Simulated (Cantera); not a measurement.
An adiabatic, constant-pressure homogeneous reactor starts with CH4 : O2 : N2 = 1 : 3.45 : 13 (molar parts), equivalence ratio 0.58, at 1350 K and 0.385 atm. Integrator tolerance rtol = 1e-08.

Computed with Cantera and GRI-Mech 3.0 (53 species, 325 reactions).

Q: What does this change do: initial temperature 1350 to 1150 K?

A: 
```tsv
quantity	before	after
time of steepest temperature rise	9.74 ms	0.158 s
temperature at 4.00 s	2382 K	2259 K
equilibrium temperature	2382 K	2259 K
x(CH4) at 4.00 s	<1e-12 (gas-phase equilibrium <1e-12)	<1e-12 (gas-phase equilibrium <1e-12)
x(O2) at 4.00 s	0.0768 (gas-phase equilibrium 0.0768)	0.0780 (gas-phase equilibrium 0.0780)
x(C2H4) at 4.00 s	<1e-12 (gas-phase equilibrium <1e-12)	<1e-12 (gas-phase equilibrium <1e-12)
x(C2H2) at 4.00 s	<1e-12 (gas-phase equilibrium <1e-12)	<1e-12 (gas-phase equilibrium <1e-12)
x(CH2CO) at 4.00 s	<1e-12 (gas-phase equilibrium <1e-12)	<1e-12 (gas-phase equilibrium <1e-12)
x(CH3) at 4.00 s	<1e-12 (gas-phase equilibrium <1e-12)	<1e-12 (gas-phase equilibrium <1e-12)
x(HCO) at 4.00 s	3.96e-10 (gas-phase equilibrium 3.96e-10)	9.28e-11 (gas-phase equilibrium 9.28e-11)
```

Q: What does this change do: pressure from 0.385 atm to 4.93 atm?

A: 
| quantity | before | after |
|---|---|---|
| time of steepest temperature rise | 9.74 ms | 1.27 ms |
| temperature at 4.00 s | 2382 K | 2444 K |
| equilibrium temperature | 2382 K | 2444 K |
| x(CH4) at 4.00 s | <1e-12 (gas-phase equilibrium <1e-12) | <1e-12 (gas-phase equilibrium <1e-12) |
| x(O2) at 4.00 s | 0.0768 (gas-phase equilibrium 0.0768) | 0.0760 (gas-phase equilibrium 0.0760) |
| x(C2H4) at 4.00 s | <1e-12 (gas-phase equilibrium <1e-12) | <1e-12 (gas-phase equilibrium <1e-12) |
| x(C2H2) at 4.00 s | <1e-12 (gas-phase equilibrium <1e-12) | <1e-12 (gas-phase equilibrium <1e-12) |
| x(CH2CO) at 4.00 s | <1e-12 (gas-phase equilibrium <1e-12) | <1e-12 (gas-phase equilibrium <1e-12) |
| x(CH3) at 4.00 s | <1e-12 (gas-phase equilibrium <1e-12) | <1e-12 (gas-phase equilibrium <1e-12) |
| x(HCO) at 4.00 s | 3.96e-10 (gas-phase equilibrium 3.96e-10) | 4.67e-10 (gas-phase equilibrium 4.67e-10) |
